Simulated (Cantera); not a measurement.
Input: 1 mol n-butane, 6.9 mol H2, at 0.680 bar.

Method: chemical equilibrium by Gibbs-energy minimisation in Cantera with the NASA 1993 tables (ideal gas, pure condensed phases). Candidate condensed phases: C, C6H6, C7H8, C8H18; 76 gas species. Kinetics and transport are ignored.

x: gas mole fraction; n: condensed amount in mol.

```json
[
 {"T (K)": "698", "x H2": "0.494", "x CH4": "0.506", "x H": "<1e-12", "x C2H2 (acetylene)": "<1e-12", "n C(graphite)": "0"},
 {"T (K)": "848", "x H2": "0.753", "x CH4": "0.247", "x H": "(withheld)", "x C2H2 (acetylene)": "6.66e-12", "n C(graphite)": "1.64"},
 {"T (K)": "998", "x H2": "0.941", "x CH4": "0.0588", "x H": "(withheld)", "x C2H2 (acetylene)": "1.02e-9", "n C(graphite)": "3.34"},
 {"T (K)": "1148", "x H2": "0.984", "x CH4": "0.0157", "x H": "(withheld)", "x C2H2 (acetylene)": "3.65e-8", "n C(graphite)": "3.82"},
 {"T (K)": "1298", "x H2": "0.995", "x CH4": "0.00536", "x H": "(withheld)", "x C2H2 (acetylene)": "5.55e-7", "n C(graphite)": "3.94"},
 {"T (K)": "1448", "x H2": "0.998", "x CH4": "0.00226", "x H": "(withheld)", "x C2H2 (acetylene)": "4.74e-6", "n C(graphite)": "3.97"},
 {"T (K)": "1598", "x H2": "0.999", "x CH4": "0.00112", "x H": "(withheld)", "x C2H2 (acetylene)": "2.69e-5", "n C(graphite)": "3.99"},
 {"T (K)": "1748", "x H2": "0.999", "x CH4": "0.000624", "x H": "(withheld)", "x C2H2 (acetylene)": "0.000113", "n C(graphite)": "3.99"}
]
```

Q: What belongs in the gaps?

A: 
- 848, x H: 2.00e-11
- 998, x H: 2.53e-9
- 1148, x H: 8.62e-8
- 1298, x H: 1.30e-6
- 1448, x H: 1.12e-5
- 1598, x H: 6.45e-5
- 1748, x H: 0.000277
